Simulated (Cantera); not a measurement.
Input: 1 mol TiO2, 0.7 mol MgO, 2.4 mol O2, held at 12.0 Pa.

Points: T (K) = 900, 975, 1050, 1125, 1200, 1275, 1350.

Cantera's Mixture.equilibrate('TP', solver="vcs", rtol=1e-11, max_steps=5000) on the NASA tables stopped like this:

```
*******************************************************************************
CanteraError thrown by VCS_SOLVE::solve_tp_inner:
vcs_solve_TP: ERROR on step change wt[11:Mg2TiO4(s)]: -1.3877787807814457e-17 < 0.0
*******************************************************************************
```

Problem. What got this run through?

Solution. Several could match; the one computed here: The failure is numerical, not chemical. The same input converged with solver="gibbs", rtol=1e-10, max_steps=50000, and the result passed a check of the equilibrium conditions:
```
log10 of partial pressures in bar; condensed amounts in mol
       T/K        O2         O MgTiO3(s) MgTi2O5(s
       900    -3.921   -13.229       0.4       0.3
       975    -3.921   -12.102       0.4       0.3
      1050    -3.921   -11.135       0.4       0.3
      1125    -3.921   -10.296       0.4       0.3
      1200    -3.921    -9.561       0.4       0.3
      1275    -3.921    -8.912       0.4       0.3
      1350    -3.921    -8.335       0.4       0.3
```

The gas is ideal and each condensed phase is pure. Mutual solubility and eutectic melting of coexisting phases are not modelled. Condensed phases not in the tables: alloys, solid solutions and most ternary compounds.
